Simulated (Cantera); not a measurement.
Input (Python, Cantera) and output of one run.

```python
import numpy as np
import cantera as ct

gas_names = [...]  # 113 gases of nasa_gas.yaml made of C, H, O, Ti
cond_names = """
    C(gr) C6H6(L) C7H8(L) C8H18(L),n-octa H2O(s) H2O(L) Ti(a) Ti(b) Ti(L) TiC(s) TiC(L) TiO(a) TiO(b)
    TiO(L) TiO2(ru) TiO2(L) Ti2O3(a) Ti2O3(b) Ti2O3(L) Ti3O5(a) Ti3O5(b) Ti3O5(L) Ti4O7(s) Ti4O7(L)
""".split()


# ... load() reads the species with a 1 bar reference pressure and builds the phases ...
atoms = {
    'Ti': {'Ti': 1},
    'CO': {'C': 1, 'O': 1},
    'H2': {'H': 2},
}
top_T = {'C(gr)': 4500}  # K; cautious upper limits of use, not melting points


# ... equilibrate(T, P, feed) seeds the gas with the atoms and calls Mixture.equilibrate('TP', solver="gibbs", rtol=1e-10, max_steps=50000) ...
results = []
feed = {'Ti': 1, 'CO': 0.46, 'H2': 57}  # mol
P = 430000  # Pa
for T in [1400, 1450, 1500, 1550, 1600, 1650, 1700, 1750, 1800, 1850, 1900, 1950, 2000]:
    mix = equilibrate(T, P, feed)
    results.append((T, P, feed, dict(zip(mix.species_names, mix.species_moles))))
    x = sorted(zip(gas.X, gas.species_names), reverse=True)
    print(f"T = {T:g} K  P = {P:g} Pa  gas = {mix.phase_moles(0):.4g} mol")
    print("   x: " + "  ".join(f"{s} {v:.3e}" for v, s in x if v > 1e-05))
    print("   condensed (mol): " + ("  ".join(f"{mix.phase(i).name} {mix.phase_moles(i):.4g}"
          for i in range(1, mix.n_phases) if mix.phase_moles(i) > 1e-12) or "none"))
```

Output:

```
T = 1400 K  P = 430000 Pa  gas = 57 mol
   x: H2 1.000e+00
   condensed (mol): Ti(b) 0.08  TiC(s) 0.46  TiO(b) 0.46
T = 1450 K  P = 430000 Pa  gas = 57 mol
   x: H2 1.000e+00
   condensed (mol): Ti(b) 0.08  TiC(s) 0.46  TiO(b) 0.46
T = 1500 K  P = 430000 Pa  gas = 57 mol
   x: H2 1.000e+00
   condensed (mol): Ti(b) 0.08  TiC(s) 0.46  TiO(b) 0.46
T = 1550 K  P = 430000 Pa  gas = 57 mol
   x: H2 1.000e+00  H 1.519e-05
   condensed (mol): Ti(b) 0.08  TiC(s) 0.46  TiO(b) 0.46
T = 1600 K  P = 430000 Pa  gas = 57 mol
   x: H2 1.000e+00  H 2.622e-05
   condensed (mol): Ti(b) 0.08  TiC(s) 0.46  TiO(b) 0.46
T = 1650 K  P = 430000 Pa  gas = 57 mol
   x: H2 1.000e+00  H 4.381e-05
   condensed (mol): Ti(b) 0.08  TiC(s) 0.46  TiO(b) 0.46
T = 1700 K  P = 430000 Pa  gas = 57 mol
   x: H2 9.999e-01  H 7.105e-05
   condensed (mol): Ti(b) 0.08001  TiC(s) 0.46  TiO(b) 0.46
T = 1750 K  P = 430000 Pa  gas = 57 mol
   x: H2 9.999e-01  H 1.122e-04
   condensed (mol): Ti(b) 0.08001  TiC(s) 0.46  TiO(b) 0.46
T = 1800 K  P = 430000 Pa  gas = 57 mol
   x: H2 9.998e-01  H 1.727e-04
   condensed (mol): Ti(b) 0.08001  TiC(s) 0.46  TiO(b) 0.46
T = 1850 K  P = 430000 Pa  gas = 57.01 mol
   x: H2 9.997e-01  H 2.598e-04
   condensed (mol): Ti(b) 0.08001  TiC(s) 0.46  TiO(b) 0.46
T = 1900 K  P = 430000 Pa  gas = 57.01 mol
   x: H2 9.996e-01  H 3.826e-04
   condensed (mol): Ti(b) 0.08001  TiC(s) 0.46  TiO(b) 0.46
T = 1950 K  P = 430000 Pa  gas = 57.02 mol
   x: H2 9.994e-01  H 5.527e-04
   condensed (mol): Ti(L) 0.08  TiC(s) 0.46  TiO(b) 0.4599
T = 2000 K  P = 430000 Pa  gas = 57.02 mol
   x: H2 9.992e-01  H 7.839e-04
   condensed (mol): Ti(L) 0.07999  TiC(s) 0.46  TiO(b) 0.4599
```

Cantera equilibrium calculation (NASA polynomials, part measured and part estimated; ideal gas, pure solids and liquids). Mutual solubility and eutectic melting of coexisting phases are not modelled. TiC, TiO: taken at fixed stoichiometry. Condensed phases not in the tables: solid solutions among these carbides, nitrides and lower oxides, N, O or C dissolved in the metal.
